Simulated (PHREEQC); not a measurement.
A solution holds 0.0059 mol/kgw NH3, 2.2e-05 mol/kgw H4SiO4 and 0.0091 mol/kgw CO2, at 25 °C. Closed to the air; pH follows from the charge balance.

The numbers come from PHREEQC with the ion-association model, phreeqc.dat.

Each row changes one thing in this solution. Precipitation was switched off in this run.

```csv
case,pH,ionic strength (mol/kgw),HCO3- (mol/kgw),CO2 (mol/kgw),CO3-2 (mol/kgw),(CO2)2 (mol/kgw)
as made,6.58,0.00589,0.00589,0.00321,1.33e-6,1.90e-7
H4SiO4 left out,6.58,0.00589,0.00589,0.00321,1.33e-6,1.90e-7
temperature from 25 to 50 °C,6.50,0.00585,0.00585,?,1.60e-6,3.97e-7
temperature from 25 to 55 °C,6.50,0.00584,0.00583,0.00327,1.65e-6,4.52e-7
diluted 10-fold with water,6.60,0.000589,0.000589,0.000321,?,?
NH3 left out,4.20,6.40e-5,6.40e-5,0.00903,4.87e-11,1.50e-6
```

Problem. What belongs in the gaps?

Solution. 
- temperature from 25 to 50 °C, CO2 (mol/kgw): 0.00325
- diluted 10-fold with water, CO3-2 (mol/kgw): 1.20e-7
- diluted 10-fold with water, (CO2)2 (mol/kgw): 1.89e-9

Complexes and solids missing from the database can't appear. Away from 25 °C the constants follow the database's enthalpies or fits; those with neither stay at their 25 °C values.
